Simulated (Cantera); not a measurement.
A perfectly stirred reactor is fed with 8.89 % CH4, 17.8 % O2, 66.8 % N2, 6.49 % H2O, equivalence ratio 1.0, at 3.50 bar; it is adiabatic with a 800 K inlet, and is followed from long to short residence time, starting on the burning branch (τ in s: 0.28, 0.13, 0.064, 0.03, 0.014, 0.0069, 0.0033, 0.0016, 0.00075, 0.00036, 0.00017, 8.1e-05).

Cantera simulation using GRI-Mech 3.0 (53 species, 325 reactions); the numbers are that mechanism's predictions, not measurements.

One state of this run: T (K) = 2416; x CH4 = 2.30e-6; x O2 = 0.00683; x H2O = 0.231; x NO = 0.00223; x C2H6 = 1.40e-12; x CH2CO = 9.82e-10. x: mole fraction; the columns are a selection and need not sum to one.

Q: Which value of τ (s) does it belong to?
A. 0.030
B. 0.064
C. 0.0033
D. 0.00036

A: A, 0.030
